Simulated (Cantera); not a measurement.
Feed: 1 mol borazine, 7.5 mol H2O, 50 mol N2.

Cantera equilibrium calculation (NASA polynomials, part measured and part estimated; ideal gas, pure solids and liquids). Candidate condensed phases: B, BN, B2O3, B3O3H3, H2O; 39 gas species. The feed counts by its element totals alone. Gases not in the tables: H3BO3. The numbers say what is thermodynamically allowed, not how fast it happens.

Task: What condenses at these points (T in °C, P in Pa): (1275, 10); (1275, 100000); (1375, 4600); (1375, 100000); (1075, 220)?

Result: 
```
T (°C)  P in Pa  condensed phases  B condensed (%)
------  -------  ----------------  ---------------
1275         10          gas only              0.0
1275     100000              B2O3             83.5
1375       4600          gas only              0.0
1375     100000              B2O3             65.2
1075        220              B2O3             52.8
```
